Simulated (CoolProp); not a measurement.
n-pentane along the isobar 1.26 MPa: density (kg/m³) from the reference equation and from simpler models built on Tc = 196.5 °C, pc = 3.368 MPa, ω = 0.251; each cubic takes its own stable root.

The numbers come from the reference Helmholtz-energy equation of state, Thol 2019 in CoolProp.

```csv
T (°C),phase,reference
124.45,liquid,504.4
141.95,gas,34.84
159.35,gas,31.65
176.85,gas,29.25
194.35,gas,27.34
211.85,gas,25.76
229.25,gas,24.42
246.75,gas,23.24
264.25,gas,22.20
281.75,gas,21.28
299.15,gas,20.45
```

### Question
How far does each simpler model (van der Waals, Soave-Redlich-Kwong, Peng-Robinson) lie from the reference over these 11 states: mean and median of the absolute difference, and the worst?

### Answer
- van der Waals: mean 10.5 %, median 1.3 %, worst -93.2 % at 124.45 °C and 1.26 MPa
- Soave-Redlich-Kwong: mean 1.5 %, median 0.2 %, worst -12.4 % at 124.45 °C and 1.26 MPa
- Peng-Robinson: mean 1.1 %, median 1.2 %, worst +1.4 % at 194.35 °C and 1.26 MPa

At some of these states van der Waals gives the other phase, because its saturation line lies elsewhere.
